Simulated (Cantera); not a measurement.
Feed: 1 mol SiH₄, 79 mol N₂, 6.7 mol NH₃, equilibrated at 1850 K.

Cantera equilibrium calculation (NASA polynomials, part measured and part estimated; ideal gas, pure solids and liquids). Candidate condensed phases: Si, Si₃N₄; 18 gas species. The numbers say what is thermodynamically allowed, not how fast it happens.

Q: What share of the Si ends up in condensed phases as a function of P (Pa), at 5, 21, 85, 350, 1400, 5900, 24000, 100000?

A: 
| P (Pa) | Si condensed (%) | as |
|---|---|---|
| 5 | 0.0 | - |
| 21 | 0.0 | - |
| 85 | 22.4 | Si(l) |
| 350 | 80.3 | Si(l) |
| 1400 | 94.6 | Si(l) |
| 5900 | 99.3 | Si₃N₄(s) |
| 24000 | 99.9 | Si₃N₄(s) |
| 100000 | 100.0 | Si₃N₄(s) |
